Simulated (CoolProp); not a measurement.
Vapour-liquid equilibrium of R13 (1) + n-butane (2) at 261.9 K; x and y are mole fractions of (1).

Values from CoolProp's multi-fluid Helmholtz-energy mixture model, Platzer 1990 and Bücker 2006; pair parameters Bell 2016. This equation is an older, rougher fit; its heat capacities, sound speeds and derivatives of the liquid may be far off and weren't checked against measurements.

```tsv
x	bubble pressure (MPa)	y at the bubble point	dew pressure at overall composition x (MPa)	liquid density (mol/L)
0.05	0.1873	0.648	0.06954	10.62
0.15	0.3917	0.835	0.07776	10.78
0.25	0.5551	0.887	0.08815	10.92
0.35	0.6890	0.913	(withheld)	11.06
0.45	0.8036	0.929	(withheld)	11.19
0.55	0.9081	(withheld)	0.1467	11.30
0.65	1.010	0.953	0.1882	11.40
0.75	(withheld)	(withheld)	0.2620	11.46
0.85	1.239	0.976	0.4281	11.49
0.95	(withheld)	(withheld)	(withheld)	11.47
```

Problem. Some entries are withheld; supply them.

Solution. 
- 0.35, dew pressure at overall composition x (MPa): 0.1017
- 0.45, dew pressure at overall composition x (MPa): 0.1201
- 0.55, y at the bubble point: 0.942
- 0.75, bubble pressure (MPa): 1.118
- 0.75, y at the bubble point: 0.964
- 0.95, bubble pressure (MPa): 1.382
- 0.95, y at the bubble point: 0.991
- 0.95, dew pressure at overall composition x (MPa): 0.9850

No azeotrope shows between x = 0.05 and 0.95.

The pair parameters rest on a limited set of measurements; away from them the model extrapolates. The gap from Raoult's law changes sign with composition, which may be real or a fault of the pair parameters; it wasn't checked against measurements.
